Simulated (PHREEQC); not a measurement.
0.25 g of hydrous ferric oxide (600 m²/g; 0.2 weak and 0.005 strong sites per Fe, Dzombak-Morel constants, diffuse double layer) in 1 kg of water with 0.05 mol/kgw of an inert sodium salt and 9.3e-05 mol/kgw Na2SeO4 and 1.6e-05 mol/kgw Na2HAsO4, at 25 °C; the pH is set by adding NaOH or the inert anion's acid. O2 is buffered at 0.21 atm. No CO2 enters from the air. Precipitation was switched off in this run.

Base run: PHREEQC, ion-association model, wateq4f.dat. Each further column changes one thing. The table gives Se sorbed (%).

| pH | base | no electrostatic term (-no_edl) | background salt from 0.05 to 0.005 mol/kgw | oxide from 0.25 to 1.2 g/kgw |
|---|---|---|---|---|
| 3 | 98.2 | 0.1 | ___ | 99.9 |
| 3.67 | 97.6 | 0.1 | 99.9 | 99.9 |
| 4.33 | 95.3 | 0.1 | ___ | 99.8 |
| 5 | 86.2 | 0.1 | 97.2 | ___ |
| 5.67 | 61.2 | 0.1 | 80.7 | 95.9 |
| 6.33 | 26.4 | 0.1 | ___ | 76.1 |
| 7 | 4.8 | 0.1 | 9.5 | 27.1 |
| 7.67 | 0.4 | 0.1 | 0.7 | 3.1 |
| 8.33 | 0.0 | 0.1 | 0.0 | ___ |
| 9 | 0.0 | 0.1 | 0.0 | 0.0 |
| 9.67 | 0.0 | 0.0 | 0.0 | 0.0 |
| 10.33 | 0.0 | 0.0 | 0.0 | 0.0 |
| 11 | 0.0 | 0.0 | 0.0 | 0.0 |

Task: What belongs in the gaps?

Result: 
- 3, background salt from 0.05 to 0.005 mol/kgw: 100.0
- 4.33, background salt from 0.05 to 0.005 mol/kgw: 99.7
- 5, oxide from 0.25 to 1.2 g/kgw: 99.2
- 6.33, background salt from 0.05 to 0.005 mol/kgw: 42.6
- 8.33, oxide from 0.25 to 1.2 g/kgw: 0.2

The oxide is taken as insoluble; below pH 4 it would dissolve.
